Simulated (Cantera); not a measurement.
Cantera run, input and output.

```python
import numpy as np
import cantera as ct

gas = ct.Solution("gri30.yaml")


def delay(T, t_max=10):
    gas.TPX = T, 710000, {'H2': 1, 'O2': 0.806, 'N2': 3.03}
    reactor = ct.IdealGasConstPressureReactor(gas, clone=False)
    net = ct.ReactorNet([reactor])
    net.rtol, net.atol = 1e-8, 1e-16
    while net.time < t_max:
        t_old, T_old = net.time, reactor.T
        net.step()
        if reactor.T > T + 400:  # ignition: a rise of 400 K
            return t_old + (T + 400 - T_old) / (reactor.T - T_old) * (net.time - t_old)
    return np.nan


taus = []
for T in [875, 925, 975, 1025, 1075, 1125, 1175, 1225, 1275]:
    taus.append(delay(T))
    print(f"T0 = {T:6g} K   tau = {taus[-1]:.4e} s")
```

It prints:

```
T0 =    875 K   tau = 3.7108e-01 s
T0 =    925 K   tau = 8.8929e-02 s
T0 =    975 K   tau = 2.3647e-02 s
T0 =   1025 K   tau = 6.6484e-03 s
T0 =   1075 K   tau = 1.8526e-03 s
T0 =   1125 K   tau = 4.3999e-04 s
T0 =   1175 K   tau = 5.3221e-05 s
T0 =   1225 K   tau = 1.2357e-05 s
T0 =   1275 K   tau = 6.8769e-06 s
```

Computed with Cantera and GRI-Mech 3.0 (53 species, 325 reactions). The hydrogen kinetics of GRI-Mech 3.0 are dated; newer H2 mechanisms differ, most at raised pressure. Below about 950 K walls govern HO2 and H2O2 in real vessels.
